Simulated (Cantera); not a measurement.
## N2O furnace oxynitridation

An isothermal, constant-pressure homogeneous reactor starts with 33.3 % N2O, 66.7 % O2, at 1248 K and 1.01 bar.

Model: GRI-Mech 3.0 (53 species, 325 reactions), integrated in Cantera. GRI-Mech 3.0 was tuned for natural gas; its chemistry of N2O as a main component is partial and can be far from experiment. The mechanism lacks the step 2 NO + O2 → 2 NO2, which can matter for NO2 below about 1400 K. The temperature is held fixed by assumption; the heat of reaction is taken as removed at once.

| t (s) | x N2O | x O2 | x NO2 | x NO | x N2 | x O |
|---|---|---|---|---|---|---|
| 0.000800 | 0.333 | 0.667 | 2.79e-8 | 4.62e-5 | 0.000350 | 3.54e-6 |
| 0.00233 | 0.332 | 0.667 | 2.24e-7 | 0.000136 | 0.00102 | 3.53e-6 |
| 0.00676 | 0.330 | 0.667 | 1.55e-6 | 0.000393 | 0.00296 | 3.52e-6 |
| 0.0196 | 0.323 | 0.668 | 8.13e-6 | 0.00112 | 0.00849 | 3.49e-6 |
| 0.0571 | 0.304 | 0.669 | 2.93e-5 | 0.00310 | 0.0237 | 3.40e-6 |
| 0.166 | 0.257 | 0.674 | 8.15e-5 | 0.00790 | 0.0617 | 3.13e-6 |
| 0.482 | 0.165 | 0.682 | 0.000176 | 0.0165 | 0.136 | 2.48e-6 |
| 1.40 | 0.0588 | 0.694 | 0.000271 | 0.0242 | 0.223 | 1.28e-6 |
| 4.07 | 0.00632 | 0.700 | 0.000381 | 0.0257 | 0.267 | 2.22e-7 |
| 11.8 | 2.30e-5 | 0.701 | 0.000629 | 0.0255 | 0.273 | 5.63e-8 |
| 34.4 | 1.81e-7 | 0.701 | 0.000632 | 0.0255 | 0.273 | 5.57e-8 |
| 100 | 1.81e-7 | 0.701 | 0.000632 | 0.0255 | 0.273 | 5.57e-8 |
x: mole fraction; the columns are a selection and need not sum to one.

Equilibrium at this temperature and pressure: N2O 1.28e-8, O2 0.714, NO2 7.78e-6, NO 0.000311, N2 0.286, O 5.62e-8 (gas phase only).
